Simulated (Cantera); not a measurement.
Cantera run, input and output.

```python
import numpy as np
import cantera as ct

gas = ct.Solution("gri30.yaml")
gas.TPX = 1450, 300, {'H2': 0.024, 'O2': 1}
reactor = ct.IdealGasConstPressureReactor(gas, energy="off", clone=False)
net = ct.ReactorNet([reactor])
net.rtol, net.atol = 1e-08, 1e-18
show = ['H2', 'O2', 'H2O', 'O', 'H', 'OH', 'H2O2']
times = np.geomspace(3e-06, 2, 12)

steps = ct.SolutionArray(gas, extra=["t"])
rows = []
print(f"{'t/s':>10s}{'T/K':>9s}{'P/Pa':>11s}" + "".join(f"{s:>11s}" for s in show))
for t in times:
    while net.time < t:
        t_next = net.step()
        steps.append(gas.state, t=t_next)
    rows.append([np.interp(t, steps.t, y) for y in (steps.T, steps.P, *steps(*show).X.T)])
    print(f"{t:10.3e}{rows[-1][0]:9.1f}{rows[-1][1]:11.4g}" + "".join(f"{x:11.3e}" for x in rows[-1][2:]))
rate = np.gradient(steps.T, steps.t)
print("integrator steps:", len(steps.t))
if steps.T.max() > steps.T[0] + 200:
    print(f"time of steepest temperature rise: {steps.t[rate.argmax()]:.4e} s")
gas.TPX = 1450, 300, {'H2': 0.024, 'O2': 1}
gas.equilibrate("TP")
print(f"equilibrium (TP): T = {gas.T:.1f} K  " + "  ".join(f"{s} {gas[s].X[0]:.3e}" for s in show))
```

It prints:

```
       t/s      T/K       P/Pa         H2         O2        H2O          O          H         OH       H2O2
 3.000e-06   1450.0        300  2.344e-02  9.766e-01  3.154e-14  1.377e-11  6.909e-10  1.376e-11  2.838e-15
 1.015e-05   1450.0        300  2.344e-02  9.766e-01  1.189e-12  1.525e-10  2.233e-09  1.522e-10  3.245e-14
 3.436e-05   1450.0        300  2.344e-02  9.766e-01  4.240e-11  1.572e-09  6.541e-09  1.562e-09  3.706e-13
 1.163e-04   1450.0        300  2.344e-02  9.766e-01  1.287e-09  1.339e-08  1.522e-08  1.311e-08  4.199e-12
 3.935e-04   1450.0        300  2.344e-02  9.766e-01  2.997e-08  8.955e-08  3.294e-08  8.398e-08  4.656e-11
 1.332e-03   1450.0        300  2.344e-02  9.766e-01  7.854e-07  9.074e-07  1.917e-07  8.016e-07  4.800e-10
 4.506e-03   1450.0        300  2.310e-02  9.763e-01  2.363e-04  1.988e-04  3.830e-05  1.719e-04  3.434e-09
 1.525e-02   1450.0        300  2.123e-04  9.547e-01  2.087e-02  1.947e-02  1.350e-03  3.359e-03  4.611e-09
 5.160e-02   1450.0        300  2.002e-04  9.549e-01  2.093e-02  1.935e-02  1.319e-03  3.307e-03  4.519e-09
 1.746e-01   1450.0        300  1.950e-04  9.555e-01  2.099e-02  1.879e-02  1.264e-03  3.264e-03  4.483e-09
 5.910e-01   1450.0        300  1.784e-04  9.573e-01  2.118e-02  1.708e-02  1.098e-03  3.126e-03  4.363e-09
 2.000e+00   1450.0        300  1.348e-04  9.621e-01  2.169e-02  1.267e-02  7.059e-04  2.724e-03  3.971e-09
integrator steps: 564
equilibrium (TP): T = 1450.0 K  H2 4.166e-07  O2 9.762e-01  H2O 2.364e-02  O 3.646e-05  H 1.122e-07  OH 1.526e-04  H2O2 1.970e-10
```

Computed with Cantera and GRI-Mech 3.0 (53 species, 325 reactions). Radical loss at walls, strong at low pressure, is not modelled.
